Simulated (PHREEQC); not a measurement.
Consider water at 25 °C with 10 mmol/kgw SrCl2. Closed to the air; pH follows from the charge balance.

Computed with PHREEQC (ion-association model, phreeqc.dat).

This is a speciation only: nothing precipitates in the calculation.

Question: What specific conductance does the model give?

Answer: specific conductance 2310 µS/cm.
